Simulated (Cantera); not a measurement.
Input: 1 mol Ta, 3.9 mol CH₄, held at 1302 °C and 101000 Pa.

Cantera equilibrium calculation (NASA polynomials, part measured and part estimated; ideal gas, pure solids and liquids). Candidate condensed phases: C, C₆H₆, C₇H₈, C₈H₁₈, Ta, TaC; 77 gas species. TaC: taken at fixed stoichiometry. Condensed phases not in the tables: Ta₂C. The numbers say what is thermodynamically allowed, not how fast it happens.

Problem. What is the equilibrium state?

Solution. 
```
Property                              Value
--------------------------------  ---------
x(H₂)                                 0.998
x(CH₄)                              0.00184
x(H)                                4.12e-5
x(C₂H₂ (acetylene))                 2.11e-5
x(C₂H₄)                             2.97e-6
x(CH₃)                              1.54e-6
n(C(graphite))                     2.89 mol
n(TaC(s))                          1.00 mol
gas amount                        7.786 mol
log10 activity of Ta(s) (absent)      -4.65
```
